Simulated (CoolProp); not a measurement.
Carbon dioxide along the isotherm 79.05 °C: fugacity coefficient from the reference equation and from simpler models built on Tc = 31.0 °C, pc = 7377 kPa, ω = 0.224; each cubic takes its own stable root.

Values from CoolProp's reference Helmholtz-energy equation of state, Span 1996.

| p (kPa) | phase | reference | van der Waals | Soave-Redlich-Kwong | Peng-Robinson |
|---|---|---|---|---|---|
| 58.3 | gas | 0.9983 | 0.9984 | 0.9984 | 0.9981 |
| 85.6 | gas | 0.9976 | 0.9976 | 0.9976 | 0.9972 |
| 126 | gas | 0.9964 | 0.9965 | 0.9965 | 0.9959 |
| 184 | gas | 0.9948 | 0.9948 | 0.9949 | 0.9941 |
| 271 | gas | 0.9923 | 0.9924 | 0.9925 | 0.9913 |
| 397 | gas | 0.9888 | 0.9889 | 0.9890 | 0.9873 |
| 583 | gas | 0.9835 | 0.9837 | 0.9839 | 0.9813 |
| 856 | gas | 0.9759 | 0.9761 | 0.9764 | 0.9727 |
| 1260 | gas | 0.9646 | 0.9649 | 0.9653 | 0.9600 |
| 1840 | gas | 0.9485 | 0.9488 | 0.9496 | 0.9420 |
| 2710 | gas | 0.9247 | 0.9248 | 0.9264 | 0.9156 |
| 3970 | gas | 0.8907 | 0.8903 | 0.8933 | 0.8783 |
| 5830 | gas | 0.8417 | 0.8395 | 0.8459 | 0.8256 |
| 8560 | supercritical | 0.7723 | 0.7652 | 0.7794 | 0.7530 |
| 12600 | supercritical | 0.6761 | 0.6560 | 0.6890 | 0.6574 |
| 18400 | supercritical | 0.5646 | 0.5453 | 0.5878 | 0.5534 |
